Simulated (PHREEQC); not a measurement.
Make-up at 50 °C: 1 mmol/kgw H2SO4, 0.042 mmol/kgw ZnSO4 and 0.33 mmol/kgw Na2SO4. Closed to the air; pH follows from the charge balance.

All values are PHREEQC results (ion-association model, phreeqc.dat), not measurements.

Question: The ionic strength comes out as 0.00361 mol/kgw. What activity coefficients do NaSO4-, SO4-2, Na+, Zn+2, HSO4- get?

Answer: NaSO4- 0.94, SO4-2 0.76, Na+ 0.94, Zn+2 0.76, HSO4- 0.93.

Precipitation was switched off in this run. Species that the database lacks are ignored. At this temperature some constants are extrapolated from 25 °C, and those without enthalpy data are left unchanged.
